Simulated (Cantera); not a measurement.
Input: 1 mol C2H6, 0.036 mol NH3, 7.5 mol N2, at 1600 K and 1.40 mbar.

Cantera equilibrium calculation (NASA polynomials, part measured and part estimated; ideal gas, pure solids and liquids). Candidate condensed phases: C, C6H6, C7H8, C8H18; 92 gas species. The numbers say what is thermodynamically allowed, not how fast it happens.

Task: What is the equilibrium state?

Result: 
| Quantity | Value |
|---|---|
| x(N2) | 0.710 |
| x(H2) | 0.288 |
| x(HCN) | 0.000926 |
| x(H) | 0.000780 |
| x(HNC) | 2.12e-5 |
| x(C2H2 (acetylene)) | 7.92e-6 |
| n(C(graphite)) | 1.99 mol |
| gas amount | 10.58 mol |
